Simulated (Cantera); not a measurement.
What does this Cantera script print?

```python
import numpy as np
import cantera as ct

gas = ct.Solution("gri30.yaml")
gas.TPX = 998, 16000, {'H2': 0.63, 'O2': 1, 'N2': 7.6}
reactor = ct.IdealGasConstPressureReactor(gas, energy="off", clone=False)
net = ct.ReactorNet([reactor])
net.rtol, net.atol = 1e-08, 1e-18
show = ['H2', 'O2', 'HO2', 'O', 'H2O', 'H']
times = np.geomspace(7e-05, 30, 11)

steps = ct.SolutionArray(gas, extra=["t"])
rows = []
print(f"{'t/s':>10s}{'T/K':>9s}{'P/Pa':>11s}" + "".join(f"{s:>11s}" for s in show))
for t in times:
    while net.time < t:
        t_next = net.step()
        steps.append(gas.state, t=t_next)
    rows.append([np.interp(t, steps.t, y) for y in (steps.T, steps.P, *steps(*show).X.T)])
    print(f"{t:10.3e}{rows[-1][0]:9.1f}{rows[-1][1]:11.4g}" + "".join(f"{x:11.3e}" for x in rows[-1][2:]))
rate = np.gradient(steps.T, steps.t)
print("integrator steps:", len(steps.t))
if steps.T.max() > steps.T[0] + 200:
    print(f"time of steepest temperature rise: {steps.t[rate.argmax()]:.4e} s")
gas.TPX = 998, 16000, {'H2': 0.63, 'O2': 1, 'N2': 7.6}
gas.equilibrate("TP")
print(f"equilibrium (TP): T = {gas.T:.1f} K  " + "  ".join(f"{s} {gas[s].X[0]:.3e}" for s in show))
```

Result:

```
       t/s      T/K       P/Pa         H2         O2        HO2          O        H2O          H
 7.000e-05    998.0    1.6e+04  6.826e-02  1.083e-01  6.125e-11  1.231e-11  2.415e-11  6.471e-11
 2.560e-04    998.0    1.6e+04  6.826e-02  1.083e-01  3.344e-10  2.115e-10  9.564e-10  8.280e-10
 9.365e-04    998.0    1.6e+04  6.825e-02  1.083e-01  3.032e-07  4.409e-07  2.439e-06  1.688e-06
 3.425e-03    998.0    1.6e+04  1.974e-03  7.742e-02  1.146e-05  7.288e-04  6.772e-02  1.102e-03
 1.253e-02    998.0    1.6e+04  1.713e-04  7.688e-02  3.588e-06  2.905e-05  7.046e-02  5.625e-06
 4.583e-02    998.0    1.6e+04  2.095e-05  7.684e-02  7.128e-07  3.083e-06  7.064e-02  2.176e-07
 1.676e-01    998.0    1.6e+04  1.396e-06  7.684e-02  7.702e-08  3.247e-07  7.066e-02  7.098e-09
 6.131e-01    998.0    1.6e+04  5.520e-08  7.684e-02  9.133e-09  4.616e-08  7.067e-02  3.023e-10
 2.242e+00    998.0    1.6e+04  4.660e-09  7.684e-02  1.826e-09  9.461e-09  7.067e-02  2.612e-11
 8.202e+00    998.0    1.6e+04  9.919e-10  7.684e-02  4.868e-10  2.335e-09  7.067e-02  3.182e-12
 3.000e+01    998.0    1.6e+04  2.547e-10  7.684e-02  2.015e-10  6.267e-10  7.067e-02  4.466e-13
integrator steps: 1729
equilibrium (TP): T = 998.0 K  H2 5.282e-11  O2 7.683e-02  HO2 2.255e-10  O 1.032e-10  H2O 7.067e-02  H 3.934e-14
```

Detailed kinetics in Cantera: GRI-Mech 3.0 (53 species, 325 reactions). The temperature is held fixed by assumption; the heat of reaction is taken as removed at once.
